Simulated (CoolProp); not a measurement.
Values from CoolProp's reference Helmholtz-energy equation of state, de Vries 1995.

Problem. For R124, give the phase and the cp (kJ/(kg K)), isothermal compressibility (1/MPa), Prandtl number at 198.7 K and 0.138 MPa; 138.6 K and 0.0372 MPa; 142.4 K and 0.0129 MPa.

Solution. 
- 198.7 K and 0.138 MPa: liquid; cp 0.978, isothermal compressibility 0.00101, Prandtl number 10.3
- 138.6 K and 0.0372 MPa: liquid; cp 0.931, isothermal compressibility 0.000550, Prandtl number 71.6
- 142.4 K and 0.0129 MPa: liquid; cp 0.932, isothermal compressibility 0.000570, Prandtl number 57.8

Viscosity comes from a separate model (Bell 2016), an estimate that may be off by 10 % or more. Thermal conductivity comes from a separate model (Huber 2003), an estimate that may be off by 10 % or more.
